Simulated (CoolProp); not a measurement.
Vapour-liquid equilibrium of R134a (1) + cyclopropane (2) at 1760 kPa; x and y are mole fractions of (1).

Model: multi-fluid Helmholtz-energy mixture model, Tillner-Roth 1994 and Polt 1992; pair parameters Bell 2016, in CoolProp. This equation is an older, rougher fit; its heat capacities, sound speeds and derivatives of the liquid may be far off and weren't checked against measurements.

```tsv
x	bubble temperature (K)	y at the bubble point	dew temperature at overall composition x (K)	liquid density (mol/L)
0.05	331.7	0.099	333.5	13.05
0.2	325.9	0.286	328.3	12.51
0.35	323.7	0.397	324.4	11.96
0.5	323.3	0.487	323.3	11.48
0.65	324.3	0.586	325.5	11.09
0.8	327.1	0.718	329.2	10.75
0.95	332.5	0.915	333.6	10.36
```

y crosses x between x = 0.35 and 0.5: the model has an azeotrope there.

Pair parameters are fitted to limited data, so mixtures are less certain than the pure fluids.
